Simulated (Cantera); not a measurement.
## Ignition delay

Mixture: H₂ : O₂ : N₂ = 1 : 0.25 : 1 (molar parts), equivalence ratio 2.0, at 3.00 bar, adiabatic and at constant pressure. Ignition delay is the time to a rise of 400 K.

Model: the H2/O2 subset of GRI-Mech 3.0, which has no nitrogen chemistry, integrated in Cantera. The hydrogen kinetics of GRI-Mech 3.0 are dated; newer H2 mechanisms differ, most at raised pressure. Where the delays flatten at high temperature, the 400 K rule measures the pace of heat release, not the induction time.

```json
[
 {"T0 (K)": "1200", "delay (ms)": "0.0221"},
 {"T0 (K)": "1250", "delay (ms)": "0.0154"},
 {"T0 (K)": "1300", "delay (ms)": "0.0116"},
 {"T0 (K)": "1350", "delay (ms)": "0.00918"},
 {"T0 (K)": "1400", "delay (ms)": "0.00751"},
 {"T0 (K)": "1450", "delay (ms)": "0.00631"},
 {"T0 (K)": "1500", "delay (ms)": "0.00543"},
 {"T0 (K)": "1550", "delay (ms)": "0.00477"}
]
```
